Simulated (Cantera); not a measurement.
Input: 1 mol c-C₄F₈, 8.1 mol H₂, 0.033 mol HCl, equilibrated at 2625 °C and 490 Pa.

Method: chemical equilibrium by Gibbs-energy minimisation in Cantera with the NASA 1993 tables (ideal gas, pure condensed phases). Candidate condensed phases: C, C₆H₆, C₇H₈, C₈H₁₈; 118 gas species. The feed counts by its element totals alone. Kinetics and transport are ignored.

Base state: HF 0.484, H 0.403, H₂ 0.0610, C₃ 0.0206, F 0.0163, C 0.00379, C₂H₂ (acetylene) 0.00279, C₂H 0.00272 (mole fractions); condensed: C(graphite).

Question: What changes in the equilibrium state with this change: H₂ from 8.1 to 1.6 mol?

Answer: 
| species | before | after |
|---|---|---|
| F | 0.0163 | 0.515 |
| HF | 0.484 | 0.383 |
| CF | 0.00152 | 0.0478 |
| H | 0.403 | 0.0101 |
| H₂ | 0.0610 | 3.83e-5 |
| CF₂ | 1.33e-5 | 0.0132 |
| C₃ | 0.0206 | 0.0206 |
| C₄H₂ | 5.33e-5 | 3.35e-8 |
| C₂H₂ (acetylene) | 0.00279 | 1.76e-6 |
| CH | 3.50e-5 | 8.77e-7 |
| C₂H | 0.00272 | 6.83e-5 |
| HCl | 0.000374 | 2.21e-5 |
| C(graphite), mol | 2.66 | 2.91 |
